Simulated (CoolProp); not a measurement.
R507A along the isotherm 236.4 K: density (kg/m³) from the reference equation and from simpler models built on Tc = 343.8 K, pc = 37.05 bar, ω = 0.286; each cubic takes its own stable root.

Computed with CoolProp (reference Helmholtz-energy equation of state, Lemmon 2003). It is a pseudo-pure fit of the blend.

```
p (bar)   phase  reference
-------  ------  ---------
0.586       gas      3.016
0.989       gas      5.176
2.82     liquid       1286
4.75     liquid       1286
8.02     liquid       1287
13.5     liquid       1289
22.8     liquid       1292
38.5     liquid       1297
65       liquid       1305
110      liquid       1318
185      liquid       1337
```

How far does each simpler model (van der Waals, Redlich-Kwong, Soave-Redlich-Kwong, Peng-Robinson) lie from the reference over these 11 states: mean and median of the absolute difference, and the worst?


- van der Waals: mean 44.2 %, median 41.2 %, worst -98.8 % at 236.4 K and 2.82 bar
- Redlich-Kwong: mean 12.8 %, median 15.5 %, worst -16.5 % at 236.4 K and 2.82 bar
- Soave-Redlich-Kwong: mean 10.1 %, median 12.3 %, worst -12.7 % at 236.4 K and 2.82 bar
- Peng-Robinson: mean 0.8 %, median 0.8 %, worst -1.2 % at 236.4 K and 2.82 bar

At some of these states van der Waals gives the other phase, because its saturation line lies elsewhere.
